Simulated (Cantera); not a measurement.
# Thermodynamics of nitride etching, feed BN + H2O

A closed system holds: 1 mol BN, a varied amount of H2O, held at 150 Pa.

These are equilibrium values from Cantera (NASA tables, ideal gas, pure condensed phases), not measurements of a reactor. Candidate condensed phases: B, BN, B2O3, B3O3H3, H2O; 39 gas species. Mutual solubility and eutectic melting of coexisting phases are not modelled. Gases not in the tables: H3BO3. Kinetics and transport are ignored.

Stable condensed phases:

```
T in K \ n(H2O) in mol
         0.47 0.67 0.94  1.3  1.9  2.7  3.8  5.3  7.5   11   15
   1650     A    A    A    A    B    B    B    B    B    B    B
   1625     A    A    A    A    B    B    B    B    B    B    B
   1600     C    C    C    C    B    B    B    B    B    B    B
   1575     C    C    C    C    D    B    B    B    B    B    B
   1550     C    C    C    C    D    B    B    B    B    B    B
   1525     C    C    C    C    D    B    B    B    B    B    B
   1500     C    C    C    C    D    B    B    B    B    B    B
   1475     C    C    C    C    D    D    B    B    B    B    B
   1450     C    C    C    C    D    D    B    B    B    B    B
   1425     C    C    C    C    D    D    D    B    B    B    B
   1400     C    C    C    C    D    D    D    B    B    B    B
   1375     C    C    C    C    D    D    D    D    B    B    B
```

A: BN; B: gas only; C: BN + B2O3; D: B2O3.
